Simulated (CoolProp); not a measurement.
Vapour-liquid equilibrium of isohexane (1) + n-hexane (2) at 0.0222 MPa; x and y are mole fractions of (1).

Computed with CoolProp (multi-fluid Helmholtz-energy mixture model, Lemmon 2006 and Thol 2019; pair parameters Bell 2016).

```csv
x,"bubble temperature, mixture model (K)","bubble temperature, Raoult's law (K)","y, mixture model","y, Raoult's law"
0.05,299.9,299.9,0.070,0.068
0.2,298.4,298.6,?,0.259
0.35,297.1,297.3,?,0.430
0.5,295.9,296.1,0.584,0.584
0.65,?,295.0,0.721,0.724
0.8,293.7,293.9,0.846,0.850
0.95,292.8,292.8,0.962,0.964
```

Problem. Complete the blanks.

Solution. 
- 0.2, y, mixture model: 0.263
- 0.35, y, mixture model: 0.433
- 0.65, bubble temperature, mixture model (K): 294.8

The largest gap from Raoult's law is -0.2 K in bubble temperature, at x = 0.5. No azeotrope shows between x = 0.05 and 0.95.

The pair parameters rest on a limited set of measurements; away from them the model extrapolates.
